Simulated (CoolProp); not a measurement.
Vapour-liquid equilibrium of CH2F2 (R32) (1) + fluoroethane (R161) (2) at -74.75 °C; x and y are mole fractions of (1).

The numbers come from the multi-fluid Helmholtz-energy mixture model, Tillner-Roth 1997 and Wu 2012; pair parameters Bell 2016 in CoolProp.

```
x      bubble pressure (MPa)  y at the bubble point  dew pressure at overall composition x (MPa)  liquid density (mol/L)
-----  ---------------------  ---------------------  -------------------------------------------  ----------------------
0.05                 0.01377                  0.129                                      0.01303                   18.30
0.125                0.01532                  0.275                                      0.01373                   18.66
0.2                  0.01668                  0.384                                      0.01449                   19.03
0.275                0.01790                  0.473                                      0.01533                   19.43
0.35                 0.01901                  0.547                                      0.01624                   19.84
0.425                0.02003                  0.612                                      0.01723                   20.27
0.5                  0.02099                  0.671                                      0.01830                   20.73
0.575                0.02191                  0.726                                      0.01944                   21.21
0.65                 0.02279                  0.778                                      0.02064                   21.71
0.725                0.02365                  0.828                                      0.02189                   22.25
0.8                  0.02448                  0.876                                      0.02317                   22.81
0.875                0.02530                  0.923                                      0.02447                   23.41
0.95                 0.02610                  0.969                                      0.02577                   24.05
```

No azeotrope shows between x = 0.05 and 0.95.

Pair parameters are fitted to limited data, so mixtures are less certain than the pure fluids.
